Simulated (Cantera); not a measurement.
Cantera run:

```python
import numpy as np
import cantera as ct

gas_names = [...]  # 110 gases of nasa_gas.yaml made of C, H, O
cond_names = """
    C(gr) C6H6(L) C7H8(L) C8H18(L),n-octa H2O(s) H2O(L)
""".split()


# ... load() reads the species with a 1 bar reference pressure and builds the phases ...
atoms = {
    'toluene': {'C': 7, 'H': 8},
    'CO2': {'C': 1, 'O': 2},
}
top_T = {'C(gr)': 4500}  # K; cautious upper limits of use, not melting points


# ... equilibrate(T, P, feed) seeds the gas with the atoms and calls Mixture.equilibrate('TP', solver="vcs", rtol=1e-11, max_steps=5000) ...
results = []
feed = {'toluene': 1, 'CO2': 5.1}  # mol
T = 2873.15  # K
P = 1400  # Pa
mix = equilibrate(T, P, feed)
results.append((T, P, feed, dict(zip(mix.species_names, mix.species_moles))))
x = sorted(zip(gas.X, gas.species_names), reverse=True)
print(f"T = {T:g} K  P = {P:g} Pa  gas = {mix.phase_moles(0):.4g} mol")
print("   x: " + "  ".join(f"{s} {v:.3e}" for v, s in x if v > 1e-06))
print("   condensed (mol): " + ("  ".join(f"{mix.phase(i).name} {mix.phase_moles(i):.4g}"
      for i in range(1, mix.n_phases) if mix.phase_moles(i) > 1e-12) or "none"))
```

Output:

```
T = 2873.15 K  P = 1400 Pa  gas = 16.63 mol
   x: CO 6.132e-01  H 2.768e-01  H2 9.702e-02  C3 5.417e-03  C2H2,acetylene 4.107e-03  C2H 1.665e-03  C 1.026e-03  C2 5.366e-04  C4H2 7.246e-05  C5 6.637e-05  CH 2.113e-05  C4 1.255e-05  C2H2,vinylidene 9.536e-06  CH2 3.584e-06  C2O 1.949e-06  C6H2 1.352e-06
   condensed (mol): C(gr) 1.391
```

Cantera equilibrium calculation (NASA polynomials, part measured and part estimated; ideal gas, pure solids and liquids).
